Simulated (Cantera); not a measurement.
What does this Cantera script print?

```python
import numpy as np
import cantera as ct

gas = ct.Solution("gri30.yaml")
gas.TPX = 1375, 42000, {'C2H6': 1, 'N2': 1.4}
inlet = ct.Reservoir(gas, clone=True)

reactor = ct.IdealGasConstPressureReactor(gas, energy="off", clone=False)
exhaust = ct.Reservoir(gas, clone=True)
tau = [3.1, 0.79, 0.2, 0.049, 0.012, 0.0031, 0.00077][0]
for a, b in ((inlet, reactor), (reactor, exhaust)):
    ct.MassFlowController(a, b, mdot=lambda t: reactor.mass / tau)
net = ct.ReactorNet([reactor])
show = ['C2H6', 'C2H2', 'H', 'C2H', 'C2H4']

rows = []
print(f"{'tau/s':>10s}{'T/K':>9s}" + "".join(f"{s:>11s}" for s in show))
for tau in [3.1, 0.79, 0.2, 0.049, 0.012, 0.0031, 0.00077]:
    net.initial_time = 0.0
    net.advance(30 * tau)
    before = gas.X
    net.advance(40 * tau)
    drift = np.max(np.abs(gas.X - before) / (gas.X + 1e-9))
    rows.append([gas.T, *gas[show].X, drift])
    print(f"{tau:10.3e}{gas.T:9.1f}" + "".join(f"{x:11.3e}" for x in gas[show].X))
```

It prints:

```
     tau/s      T/K       C2H6       C2H2          H        C2H       C2H4
 3.100e+00   1375.0  5.111e-04  1.776e-01  8.440e-06  3.527e-09  3.243e-02
 7.900e-01   1375.0  1.156e-03  1.748e-01  1.339e-05  5.426e-09  3.877e-02
 2.000e-01   1375.0  2.922e-03  1.640e-01  2.014e-05  7.826e-09  5.204e-02
 4.900e-02   1375.0  8.490e-03  1.370e-01  2.780e-05  9.787e-09  8.151e-02
 1.200e-02   1375.0  2.738e-02  8.887e-02  3.379e-05  9.157e-09  1.293e-01
 3.100e-03   1375.0  8.663e-02  3.839e-02  3.435e-05  5.350e-09  1.569e-01
 7.700e-04   1375.0  2.233e-01  8.809e-03  2.901e-05  1.854e-09  1.097e-01
```

Computed with Cantera and GRI-Mech 3.0 (53 species, 325 reactions). GRI-Mech 3.0 stops at C3 and has no aromatics, soot or wall deposition, so with more carbon than oxygen in the feed, carbon stays in small species such as C2H2 where larger ones or solid carbon would form.
